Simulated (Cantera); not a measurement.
A perfectly stirred reactor is fed with CH3OH : O2 : N2 = 1 : 1.07 : 4.03 (molar parts), at 5.80 bar; it is adiabatic with a 750 K inlet, and is followed from long to short residence time, starting on the burning branch (τ in s: 0.25, 0.088, 0.031, 0.011, 0.0038, 0.0013, 0.00047, 0.00017, 5.8e-05, 2.1e-05, 7.2e-06).

Model: GRI-Mech 3.0 (53 species, 325 reactions), integrated in Cantera. GRI-Mech 3.0 was tuned for natural gas; its chemistry of methanol as a main component is partial and can be far from experiment.

**Question.** What does this change do: 0.14 parts CO2 added?

**Answer.** 
```
quantity                                                                      before                               after
------------------------------------------------  ----------------------------------  ----------------------------------
blow-out, bracketed by the residence times tried  burning at 21.0 µs, out at 7.20 µs  burning at 21.0 µs, out at 7.20 µs
x(CH3OH) at τ = 0.250 s                                                      1.22e-7                             1.56e-7
x(O2) at τ = 0.250 s                                                         3.76e-5                             3.33e-5
x(H2) at τ = 0.250 s                                                          0.0468                              0.0414
x(NO) at τ = 0.250 s                                                        0.000180                            0.000147
x(CO) at τ = 0.250 s                                                          0.0755                              0.0786
x(CH3OH) at τ = 1.30 ms                                                      8.99e-6                             9.95e-6
x(O2) at τ = 1.30 ms                                                        0.000603                            0.000678
x(H2) at τ = 1.30 ms                                                          0.0472                              0.0419
x(NO) at τ = 1.30 ms                                                        0.000187                            0.000150
x(CO) at τ = 1.30 ms                                                          0.0758                              0.0789
```
